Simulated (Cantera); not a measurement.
Cantera run, input and output.

```python
import numpy as np
import cantera as ct

gas = ct.Solution("h2o2.yaml")
gas.TPX = 1275, 360, {'H2': 0.083, 'O2': 1, 'N2': 1.6}
reactor = ct.IdealGasConstPressureReactor(gas, energy="off", clone=False)
net = ct.ReactorNet([reactor])
net.rtol, net.atol = 1e-08, 1e-18
show = ['H2', 'O2', 'OH', 'H2O2', 'H2O', 'HO2']
times = np.geomspace(0.0008, 4, 11)

steps = ct.SolutionArray(gas, extra=["t"])
rows = []
print(f"{'t/s':>10s}{'T/K':>9s}{'P/Pa':>11s}" + "".join(f"{s:>11s}" for s in show))
for t in times:
    while net.time < t:
        t_next = net.step()
        steps.append(gas.state, t=t_next)
    rows.append([np.interp(t, steps.t, y) for y in (steps.T, steps.P, *steps(*show).X.T)])
    print(f"{t:10.3e}{rows[-1][0]:9.1f}{rows[-1][1]:11.4g}" + "".join(f"{x:11.3e}" for x in rows[-1][2:]))
rate = np.gradient(steps.T, steps.t)
print("integrator steps:", len(steps.t))
if steps.T.max() > steps.T[0] + 200:
    print(f"time of steepest temperature rise: {steps.t[rate.argmax()]:.4e} s")
gas.TPX = 1275, 360, {'H2': 0.083, 'O2': 1, 'N2': 1.6}
gas.equilibrate("TP")
print(f"equilibrium (TP): T = {gas.T:.1f} K  " + "  ".join(f"{s} {gas[s].X[0]:.3e}" for s in show))
```

It prints:

```
       t/s      T/K       P/Pa         H2         O2         OH       H2O2        H2O        HO2
 8.000e-04   1275.0        360  3.094e-02  3.727e-01  5.428e-09  4.302e-12  4.646e-09  8.685e-09
 1.875e-03   1275.0        360  3.094e-02  3.727e-01  3.183e-08  2.314e-11  5.326e-08  2.035e-08
 4.394e-03   1275.0        360  3.093e-02  3.727e-01  8.240e-07  1.216e-10  1.844e-06  4.826e-08
 1.030e-02   1275.0        360  2.737e-02  3.701e-01  1.034e-03  3.314e-09  2.551e-03  2.924e-07
 2.414e-02   1275.0        360  7.709e-04  3.488e-01  2.529e-03  1.100e-08  2.589e-02  3.214e-07
 5.657e-02   1275.0        360  7.183e-04  3.490e-01  2.456e-03  1.061e-08  2.612e-02  3.179e-07
 1.326e-01   1275.0        360  6.885e-04  3.497e-01  2.406e-03  1.067e-08  2.641e-02  3.155e-07
 3.107e-01   1275.0        360  6.234e-04  3.511e-01  2.294e-03  1.078e-08  2.700e-02  3.095e-07
 7.282e-01   1275.0        360  4.951e-04  3.537e-01  2.052e-03  1.084e-08  2.806e-02  2.937e-07
 1.707e+00   1275.0        360  2.995e-04  3.574e-01  1.604e-03  1.033e-08  2.946e-02  2.543e-07
 4.000e+00   1275.0        360  1.178e-04  3.606e-01  1.010e-03  8.239e-09  3.057e-02  1.772e-07
integrator steps: 849
equilibrium (TP): T = 1275.0 K  H2 4.830e-08  O2 3.629e-01  OH 2.056e-05  H2O2 5.122e-11  H2O 3.141e-02  HO2 6.085e-09
```

Computed with Cantera and the H2/O2 subset of GRI-Mech 3.0, which has no nitrogen chemistry. Radical loss at walls, strong at low pressure, is not modelled.
